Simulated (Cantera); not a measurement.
A freely propagating, adiabatic, planar premixed flame of H2 : O2 : N2 = 1 : 0.179 : 0.671 (molar parts), unburnt at 325 K and 3.06 atm; mixture-averaged transport, grid criteria slope 0.08 and curve 0.16, no radiation.

Cantera simulation using the H2/O2 subset of GRI-Mech 3.0, which has no nitrogen chemistry; the numbers are that mechanism's predictions, not measurements. The hydrogen kinetics of GRI-Mech 3.0 are dated; newer H2 mechanisms differ, most at raised pressure. Burning velocities carry a grid error of a few per cent, more on coarse grids.

Question: What does this change do: N2 0.671 to 0.85 parts?

Answer: 
| quantity | before | after |
|---|---|---|
| laminar burning velocity | 258 cm/s | 189 cm/s |
| thermal thickness | 0.0946 mm | 0.104 mm |
| peak x(O) | 0.000754 | 0.000501 |
| peak x(H) | 0.0333 | 0.0238 |
| peak x(HO2) | 0.000737 | 0.000633 |
| peak x(OH) | 0.000925 | 0.000595 |

Question: What does this change do: inlet temperature 325 to 300 K?

Answer: 
```json
[
 {"quantity": "laminar burning velocity", "before": "258 cm/s", "after": "224 cm/s"},
 {"quantity": "thermal thickness", "before": "0.0946 mm", "after": "0.0935 mm"},
 {"quantity": "peak x(O)", "before": "0.000754", "after": "0.000696"},
 {"quantity": "peak x(H)", "before": "0.0333", "after": "0.0314"},
 {"quantity": "peak x(HO2)", "before": "0.000737", "after": "0.000746"},
 {"quantity": "peak x(OH)", "before": "0.000925", "after": "0.000856"}
]
```
